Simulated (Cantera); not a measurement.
**Thermodynamics of chlorosilane synthesis and conversion, feed SiCl4 + H2**

Charge: 1 mol SiCl4, 1 mol H2, equilibrated at 101000 Pa.

Equilibrium computed with Cantera from the NASA thermochemical tables; the gas is ideal and each condensed phase is pure. Candidate condensed phases: Si; 19 gas species. The tables' values for SiCl3 are old estimates; treat these amounts as uncertain. Equilibrium is a limit: real reactors are often held back by kinetics, nucleation or transport.

From 475 °C to 925 °C nothing is condensed. The main Si-bearing gas is SiCl4 throughout.

```
T (°C)  x SiCl4   x H2   x HCl  x SiHCl3   x SiCl3   x SiCl2  x SiH2Cl2
------  -------  -----  ------  --------  --------  --------  ---------
475       0.490  0.490  0.0103    0.0102   3.28e-6   4.14e-9    1.57e-5
525       0.486  0.486  0.0145    0.0144   1.36e-5   4.33e-8    3.42e-5
575       0.481  0.481  0.0194    0.0193   4.77e-5   3.41e-7    6.77e-5
625       0.475  0.475  0.0252    0.0249  0.000144   2.12e-6   0.000123
675       0.468  0.468  0.0318    0.0310  0.000387   1.08e-5   0.000208
725       0.461  0.461  0.0392    0.0375  0.000931   4.61e-5   0.000329
775       0.453  0.453  0.0475    0.0441   0.00204  0.000169   0.000490
825       0.443  0.444  0.0569    0.0504   0.00411  0.000535   0.000685
875       0.432  0.435  0.0679    0.0555   0.00760   0.00148   0.000894
925       0.419  0.424  0.0811    0.0588    0.0130   0.00357    0.00108
```
x: gas mole fraction; nothing condenses.
